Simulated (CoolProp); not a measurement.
The fluoroketone C6F12O (FK-5-1-12) along the isobar 846 kPa: fugacity coefficient from the reference equation and from simpler models built on Tc = 441.8 K, pc = 1869 kPa, ω = 0.471; each cubic takes its own stable root.

Computed with CoolProp (reference Helmholtz-energy equation of state, McLinden 2015).

```tsv
T (K)	phase	reference
250	liquid	0.004039
285.7	liquid	0.02872
321.4	liquid	0.1161
357.1	liquid	0.3205
392.8	liquid	0.6741
428.6	gas	0.8278
464.3	gas	0.8727
500	gas	0.9040
```

Q: How far does each simpler model (Redlich-Kwong, Soave-Redlich-Kwong, Peng-Robinson) lie from the reference over these 8 states: mean and median of the absolute difference, and the worst?

A: 
- Redlich-Kwong: mean 120.4 %, median 37.3 %, worst +529.1 % at 250 K and 846 kPa
- Soave-Redlich-Kwong: mean 1.4 %, median 1.3 %, worst +3.0 % at 250 K and 846 kPa
- Peng-Robinson: mean 2.0 %, median 1.1 %, worst +9.1 % at 250 K and 846 kPa

At some of these states Redlich-Kwong gives the other phase, because its saturation line lies elsewhere.
